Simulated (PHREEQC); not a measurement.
Make-up at 25 °C: 0.0038 mol CuSO4, 3.1e-06 mol H2SO4 and 0.0038 mol NaCl per kg of water. Closed to the air; pH follows from the charge balance.

Model: ion-association model, wateq4f.dat, run in PHREEQC.

Precipitation was switched off in this run.

Question: Estimate the pH.

Answer: pH 4.98.

Question: In which forms is Cu present?

Answer: Cu+2 80 %, CuSO4 19 %, CuCl+ 0.5 % of the Cu.

Examples of supersaturated solids here: Antlerite, Brochantite. Others may be too. Species that the database lacks are ignored.
